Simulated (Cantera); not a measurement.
A closed system holds: 1 mol SiCl4, 0.18 mol N2O, a varied amount of N2, equilibrated at 700 °C and 293 Torr.

Method: chemical equilibrium by Gibbs-energy minimisation in Cantera with the NASA 1993 tables (ideal gas, pure condensed phases). Candidate condensed phases: Si, SiO2, Si2N2O, Si3N4; 23 gas species. Equilibrium is a limit: real reactors are often held back by kinetics, nucleation or transport.

At 7 mol N2, list the 4 most abundant gas species with their mole fractions, and the condensed phases.

N2 0.868, SiCl4 0.110, Cl2 0.0217, Cl 6.07e-5. Condensed: SiO2(β-quartz).
